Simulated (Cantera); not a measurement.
A freely propagating, adiabatic, planar premixed flame of CH₄ : C₂H₆ : C₃H₈ : O₂ : N₂ : H₂O = 1 : 0.45 : 0.69 : 10.6 : 40.4 : 6.4 (molar parts), equivalence ratio 0.66, unburnt at 350 K and 2.40 bar; mixture-averaged transport, grid criteria slope 0.08 and curve 0.16, no radiation.

Computed with Cantera and GRI-Mech 3.0 (53 species, 325 reactions). GRI-Mech 3.0 was tuned for natural gas; its chemistry of propane as a main component is partial and can be far from experiment. Burning velocities carry a grid error of a few per cent, more on coarse grids.

Q: What does this change do: inlet temperature 350 to 373 K?

A: 
| quantity | before | after |
|---|---|---|
| laminar burning velocity | 10.3 cm/s | 12.1 cm/s |
| thermal thickness | 0.534 mm | 0.498 mm |
| peak x(C₂H) | 1.19e-8 | 1.42e-8 |
| peak x(CH₃) | 0.000216 | 0.000236 |
